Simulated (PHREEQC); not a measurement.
Solution (22 °C): 6 mol NaCl and 0.17 mol H3BO3 per kg of water. Closed to the air; pH follows from the charge balance.

Equilibrium calculation in PHREEQC: Pitzer model, pitzer.dat.

Task: The ionic strength comes out as 6.00 mol/kgw. What activity coefficients do H+, Na+, Cl-, B(OH)4-, B3O3(OH)4- get?

Result: H+ 7.5, Na+ 1.6, Cl- 0.61, B(OH)4- 0.061, B3O3(OH)4- 0.063. Single-ion values are on the MacInnes scale.

Precipitation was switched off in this run. In brines, pH and single-ion activities rest on the MacInnes convention.
